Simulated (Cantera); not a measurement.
**Thermodynamics of hydrogen reduction and annealing atmospheres, feed V2O3 + H2 + H2O**

Input: 1 mol V2O3, 670 mol H2, 0.62 mol H2O, equilibrated at 170000 Pa.

Equilibrium computed with Cantera from the NASA thermochemical tables; the gas is ideal and each condensed phase is pure. Candidate condensed phases: H2O, V, VO, V2O3, V2O4, V2O5; 12 gas species. Mutual solubility and eutectic melting of coexisting phases are not modelled. VO: taken at fixed stoichiometry. Condensed phases not in the tables: the oxides between V2O3 and V2O5 other than VO2. Rates play no part.

From 1225 K to 1275 K the condensed part is V2O3(s). From 1325 K to 1425 K the condensed part is VO(s) + V2O3(s). From 1475 K to 1875 K the condensed part is VO(s).

```csv
T (K),x H2,x H2O,x H,x VO,x VO2,x OH,n V2O3(s),n VO(s)
1225,0.999,0.000925,2.39e-7,<1e-12,<1e-12,2.01e-12,1.00,0
1275,0.999,0.000925,5.65e-7,<1e-12,<1e-12,6.08e-12,1.00,0
1325,0.999,0.00121,1.25e-6,<1e-12,<1e-12,2.22e-11,0.809,0.383
1375,0.998,0.00171,2.63e-6,<1e-12,4.80e-12,8.08e-11,0.476,1.05
1425,0.998,0.00235,5.23e-6,3.30e-12,2.44e-11,2.69e-10,0.0459,1.91
1475,0.998,0.00242,9.94e-6,1.52e-11,8.48e-11,6.30e-10,0,2.00
1525,0.998,0.00242,1.81e-5,6.29e-11,2.63e-10,1.36e-9,0,2.00
1575,0.998,0.00242,3.18e-5,2.37e-10,7.57e-10,2.80e-9,0,2.00
1625,0.998,0.00242,5.40e-5,8.21e-10,2.03e-9,5.51e-9,0,2.00
1675,0.997,0.00242,8.89e-5,2.63e-9,5.14e-9,1.04e-8,0,2.00
1725,0.997,0.00242,0.000142,7.84e-9,1.23e-8,1.90e-8,0,2.00
1775,0.997,0.00242,0.000222,2.19e-8,2.78e-8,3.34e-8,0,2.00
1825,0.997,0.00242,0.000337,5.77e-8,5.99e-8,5.71e-8,0,2.00
1875,0.997,0.00241,0.000502,1.44e-7,1.24e-7,9.48e-8,0,2.00
```
x: gas mole fraction; n: condensed amount in mol.
